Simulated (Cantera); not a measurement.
Input: 1 mol FeS, 4.1 mol H₂, 16 mol N₂, equilibrated at 0.133 bar.

Cantera equilibrium calculation (NASA polynomials, part measured and part estimated; ideal gas, pure solids and liquids). Candidate condensed phases: Fe, FeS, FeS₂, S; 16 gas species. Metal and sulfide melt together well below either melting point, which pure phases cannot show. Mutual solubility and eutectic melting of coexisting phases are not modelled. FeS: taken at fixed stoichiometry. Equilibrium is a limit: real reactors are often held back by kinetics, nucleation or transport.

Task: At 1423 K, list the 4 most abundant gas species with their mole fractions, and the condensed phases.

Result: N₂ 0.796, H₂ 0.202, H₂S 0.00242, S₂ 3.73e-5. Condensed: Fe(γ) + FeS(s).
